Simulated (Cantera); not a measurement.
A perfectly stirred reactor is fed with CO : H₂ : CH₄ : O₂ : N₂ : H₂O = 1 : 0.33 : 0.087 : 0.839 : 4.87 : 0.34 (molar parts), equivalence ratio 1.0, at 220000 Pa; it is adiabatic with a 450 K inlet, and is followed from long to short residence time, starting on the burning branch (τ in s: 0.05, 0.024, 0.011, 0.0053, 0.0025, 0.0012, 0.00057, 0.00027, 0.00013, 6.1e-05, 2.9e-05).

Cantera simulation using GRI-Mech 3.0 (53 species, 325 reactions); the numbers are that mechanism's predictions, not measurements.

Q: Predict: blow-out, bracketed by the residence times tried; x(CO) at τ = 50.0 ms; x(H₂) at τ = 50.0 ms; x(CH₄) at τ = 50.0 ms; x(NO) at τ = 50.0 ms; x(H₂O) at τ = 50.0 ms; x(CO) at τ = 1.20 ms; x(H₂) at τ = 1.20 ms; x(CH₄) at τ = 1.20 ms; x(NO) at τ = 1.20 ms; x(H₂O) at τ = 1.20 ms.

A: 
- blow-out, bracketed by the residence times tried: burning at 0.130 ms, out at 61.0 µs
- x(CO) at τ = 50.0 ms: 0.0100
- x(H₂) at τ = 50.0 ms: 0.00170
- x(CH₄) at τ = 50.0 ms: 1.23e-6
- x(NO) at τ = 50.0 ms: 0.000177
- x(H₂O) at τ = 50.0 ms: 0.121
- x(CO) at τ = 1.20 ms: 0.0269
- x(H₂) at τ = 1.20 ms: 0.00504
- x(CH₄) at τ = 1.20 ms: 1.52e-5
- x(NO) at τ = 1.20 ms: 4.39e-5
- x(H₂O) at τ = 1.20 ms: 0.114
